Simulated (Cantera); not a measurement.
**Ignition delay**

Mixture: CO : H₂ : O₂ : N₂ = 1 : 0.078 : 0.709 : 2.67 (molar parts), equivalence ratio 0.76, at 3750 Torr, adiabatic and at constant volume. Ignition delay is the time to a rise of 400 K.

Detailed kinetics in Cantera: GRI-Mech 3.0 (53 species, 325 reactions). The hydrogen kinetics of GRI-Mech 3.0 are dated; newer H2 mechanisms differ, most at raised pressure. Below about 950 K walls govern HO2 and H2O2 in real vessels.

```
T0 (K)  delay (ms)
------  ----------
873            162
973           7.85
1073         0.534
1173        0.0640
1273        0.0254
1373        0.0157
```
